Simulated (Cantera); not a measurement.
A perfectly stirred reactor is fed with CH4 : N2 = 1 : 20 (molar parts), at 428 Torr; it is held at 1475 K, and followed from long to short residence time.

Cantera simulation using GRI-Mech 3.0 (53 species, 325 reactions); the numbers are that mechanism's predictions, not measurements. GRI-Mech 3.0 stops at C3 and has no aromatics, soot or wall deposition, so with more carbon than oxygen in the feed, carbon stays in small species such as C2H2 where larger ones or solid carbon would form.

**Question.** Predict: x(CH4) at τ = 0.300 s; x(C2H4) at τ = 0.300 s; x(H2) at τ = 0.300 s; x(C2H2) at τ = 0.300 s; x(CH4) at τ = 6.70 ms; x(C2H4) at τ = 6.70 ms; x(H2) at τ = 6.70 ms; x(C2H2) at τ = 6.70 ms.

**Answer.** 
```
Item                       Value
----------------------  --------
x(CH4) at τ = 0.300 s     0.0415
x(C2H4) at τ = 0.300 s  0.000497
x(H2) at τ = 0.300 s     0.00812
x(C2H2) at τ = 0.300 s   0.00234
x(CH4) at τ = 6.70 ms     0.0475
x(C2H4) at τ = 6.70 ms   1.16e-5
x(H2) at τ = 6.70 ms     5.63e-5
x(C2H2) at τ = 6.70 ms   6.26e-7
```
